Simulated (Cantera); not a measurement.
# Roasting and sulfation: FeS₂ + SO₂ + O₂

A closed system holds: 1 mol FeS₂, 2 mol SO₂, 0.043 mol O₂, equilibrated at 1000 Pa.

Method: chemical equilibrium by Gibbs-energy minimisation in Cantera with the NASA 1993 tables (ideal gas, pure condensed phases). Candidate condensed phases: Fe, FeO, FeS, FeSO₄, FeS₂, Fe₂O₃, Fe₂(SO₄)₃, Fe₃O₄, S; 12 gas species. Metal and sulfide melt together well below either melting point, which pure phases cannot show. Mutual solubility and eutectic melting of coexisting phases are not modelled. The tables' stoichiometric FeO is somewhat more stable than real wüstite, so its field is too wide. FeO, FeS: taken at fixed stoichiometry. Gases not in the tables: S₃ to S₇. Equilibrium is a limit: real reactors are often held back by kinetics, nucleation or transport.

| T (°C) | log p SO₂ | log p S₂ | log p SO | log p S₂O | log p S | log p Fe | n FeS(s) | n FeO(s) | n FeS(l) | n FeO(l) |
|---|---|---|---|---|---|---|---|---|---|---|
| 950 | -2.09 | -2.73 | -4.75 | -4.36 | -7.47 | -12.20 | 1.00 | 0 | 0 | 0 |
| 1050 | -2.11 | -2.68 | -4.35 | -4.35 | -6.74 | -10.43 | 0.917 | 0.0832 | 0 | 0 |
| 1150 | -2.18 | -2.48 | -4.01 | -4.25 | -6.04 | -8.98 | 0.452 | 0.548 | 0 | 0 |
| 1250 | -2.25 | -2.38 | -3.72 | -4.21 | -5.47 | -7.75 | 0 | 0.938 | 0.0618 | 0 |
| 1350 | -2.27 | -2.37 | -3.48 | -4.23 | -5.00 | -6.71 | 0 | 1.000 | 0 | 0 |
| 1450 | -2.29 | -2.38 | -3.26 | -4.25 | -4.60 | -5.84 | 0 | 0 | 0 | 1.000 |
| 1550 | -2.30 | -2.39 | -3.07 | -4.27 | -4.25 | -5.08 | 0 | 0 | 0 | 0.998 |
log p: log10 of the partial pressure in bar; n: condensed amount in mol.

At 950 °C the condensed part is FeS(s). From 1050 °C to 1150 °C the condensed part is FeO(s) + FeS(s). At 1250 °C the condensed part is FeO(s) + FeS(l). At 1350 °C the condensed part is FeO(s). From 1450 °C to 1550 °C the condensed part is FeO(l).
